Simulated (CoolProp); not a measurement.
Vapour-liquid equilibrium of R125 (1) + cyclopropane (2) at 35.35 °C; x and y are mole fractions of (1).

The numbers come from the multi-fluid Helmholtz-energy mixture model, Lemmon 2005 and Polt 1992; pair parameters Bell 2016 in CoolProp. This equation is an older, rougher fit; its heat capacities, sound speeds and derivatives of the liquid may be far off and weren't checked against measurements.

| x | bubble pressure, mixture model (bar) | bubble pressure, Raoult's law (bar) | y, mixture model | y, Raoult's law |
|---|---|---|---|---|
| 0.05 | 11.19 | 9.909 | 0.167 | 0.091 |
| 0.15 | 13.67 | 10.75 | 0.349 | 0.250 |
| 0.25 | 15.29 | 11.60 | 0.449 | 0.387 |
| 0.35 | 16.40 | 12.44 | 0.518 | 0.504 |
| 0.45 | 17.20 | 13.29 | 0.575 | 0.607 |
| 0.55 | 17.81 | 14.13 | 0.631 | 0.698 |
| 0.65 | 18.25 | 14.98 | 0.692 | 0.778 |
| 0.75 | 18.49 | 15.82 | 0.761 | 0.850 |
| 0.85 | 18.49 | 16.67 | 0.843 | 0.915 |
| 0.95 | 18.20 | 17.51 | 0.943 | 0.973 |

The largest gap from Raoult's law is +31.8 % in bubble pressure, at x = 0.25. y crosses x between x = 0.75 and 0.85: the model has an azeotrope there.

The pair parameters rest on a limited set of measurements; away from them the model extrapolates.
